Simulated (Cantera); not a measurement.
A closed system holds: 1 mol Fe, 0.034 mol Cl2, at 1177 °C and 5000 Pa.

Cantera equilibrium calculation (NASA polynomials, part measured and part estimated; ideal gas, pure solids and liquids). Candidate condensed phases: Fe, FeCl2, FeCl3; 8 gas species. Kinetics and transport are ignored.

Base state: FeCl2 0.997, Fe2Cl4 0.00288, FeCl3 0.000230, Cl 4.16e-5 (mole fractions); condensed: Fe(γ).

Question: What changes in the equilibrium state with this change: Fe replaced by Fe3O4?

Answer: 
| species | before | after |
|---|---|---|
| FeCl2 | 0.997 | 0.749 |
| FeCl3 | 0.000230 | 0.148 |
| Cl2 | 5.08e-8 | 0.0370 |
| O2 | 0 | 0.0292 |
| Cl | 4.16e-5 | 0.0355 |
| ClO | 0 | 3.56e-5 |
| Fe2Cl6 | <1e-9 | 1.51e-5 |
| Fe2Cl4 | 0.00288 | 0.00163 |
| Fe(γ), mol | 0.966 | 0 |
| Fe2O3(s), mol | 0 | 0.113 |
| Fe3O4(s), mol | 0 | 0.915 |
Mutual solubility and eutectic melting of coexisting phases are not modelled. Further candidate phases: FeO, Fe2O3, Fe3O4.
